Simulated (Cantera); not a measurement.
## Equilibrium for aluminium nitride and oxide growth: AlCl3 + N2O + H2

A closed system holds: 1 mol AlCl3, 1.6 mol N2O, 7.2 mol H2, at 1750 K.

Equilibrium computed with Cantera from the NASA thermochemical tables; the gas is ideal and each condensed phase is pure. Candidate condensed phases: Al, AlCl3, AlN, Al2O3, H2O, NH4Cl; 45 gas species. The tables' values for AlCl2 are old estimates; treat these amounts as uncertain. Gases not in the tables: Al(OH)3. The numbers say what is thermodynamically allowed, not how fast it happens.

```
P (Pa)  log p H2  log p HCl  log p N2  log p H  log p H2O  n Al2O3(s)
------  --------  ---------  --------  -------  ---------  ----------
10         -4.27      -4.55     -4.81    -5.77      -6.00       0.498
28         -3.82      -4.10     -4.36    -5.55      -5.55       0.499
77         -3.38      -3.66     -3.92    -5.32      -5.12       0.499
220        -2.92      -3.20     -3.47    -5.10      -4.66       0.499
600        -2.49      -2.76     -3.03    -4.88      -4.23       0.500
1700       -2.03      -2.31     -2.58    -4.65      -3.78       0.500
4600       -1.60      -1.87     -2.15    -4.43      -3.34       0.499
13000      -1.15      -1.42     -1.69    -4.21      -2.89       0.499
36000      -0.71      -0.98     -1.25    -3.99      -2.44       0.499
100000     -0.26      -0.54     -0.81    -3.77      -1.99       0.498
```
log p: log10 of the partial pressure in bar; n: condensed amount in mol.

From 0.000100 bar to 1.00 bar the condensed part is Al2O3(s).
